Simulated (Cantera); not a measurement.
**Thermodynamics of tantalum, niobium, vanadium and zirconium in process gases, feed V + N2 + H2**

A closed system holds: 1 mol V, 6.6 mol N2, 100 mol H2, equilibrated at 0.135 Torr.

Cantera equilibrium calculation (NASA polynomials, part measured and part estimated; ideal gas, pure solids and liquids). Candidate condensed phases: V, VN; 11 gas species. VN: taken at fixed stoichiometry. Condensed phases not in the tables: V2N, N, O or C dissolved in the metal. The numbers say what is thermodynamically allowed, not how fast it happens.

```tsv
T (°C)	log p H2	log p H	log p N2	log p V	n VN(s)	n V(s)
752	-3.77	-10.25	-4.99	<-15	1.00	0
852	-3.77	-9.24	-4.99	<-15	1.00	0
952	-3.77	-8.39	-4.99	<-15	1.00	0
1052	-3.77	-7.67	-4.99	-14.04	1.00	0
1152	-3.77	-7.05	-4.99	-12.05	1.000	0
1252	-3.77	-6.51	-4.99	-10.32	1.000	0
1352	-3.77	-6.04	-4.99	-8.80	0.999	0
1452	-3.78	-5.62	-4.96	-7.74	0	0.989
1552	-3.79	-5.25	-4.96	-6.90	0	0.924
1652	-3.81	-4.92	-4.97	-6.15	0	0.565
1752	-3.84	-4.64	-4.99	-5.81	0	0
1852	-3.89	-4.39	-5.01	-5.83	0	0
1952	-3.98	-4.18	-5.04	-5.86	0	0
2052	-4.12	-4.02	-5.09	-5.91	0	0
```
log p: log10 of the partial pressure in bar; n: condensed amount in mol.

From 752 °C to 1352 °C the condensed part is VN(s). From 1452 °C to 1652 °C the condensed part is V(s). From 1752 °C to 2052 °C nothing is condensed.
